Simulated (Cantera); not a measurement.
Feed: 1 mol MgCO₃, 1.3 mol C, 0.13 mol H₂O, held at 2.20 bar.

Equilibrium computed with Cantera from the NASA thermochemical tables; the gas is ideal and each condensed phase is pure. Candidate condensed phases: C, C₆H₆, C₇H₈, C₈H₁₈, H₂O, Mg, MgCO₃, MgO, Mg(OH)₂; 116 gas species. Rates play no part.

**Question.** Which condensed phases are stable at each of these points (T (°C)): 350, 550, 750, 950, 1150, 1350, 1550, 1750, 1950?

**Answer.** 
| T (°C) | condensed phases | Mg condensed (%) |
|---|---|---|
| 350 | C(graphite) + MgCO₃(s) | 100.0 |
| 550 | C(graphite) + MgO(s) | 100.0 |
| 750 | C(graphite) + MgO(s) | 100.0 |
| 950 | C(graphite) + MgO(s) | 100.0 |
| 1150 | C(graphite) + MgO(s) | 100.0 |
| 1350 | C(graphite) + MgO(s) | 100.0 |
| 1550 | C(graphite) + MgO(s) | 99.8 |
| 1750 | C(graphite) + MgO(s) | 88.8 |
| 1950 | MgO(s) | 82.9 |

At 350 °C the condensed part is C(graphite) + MgCO₃(s). From 550 °C to 1750 °C the condensed part is C(graphite) + MgO(s). At 1950 °C the condensed part is MgO(s).
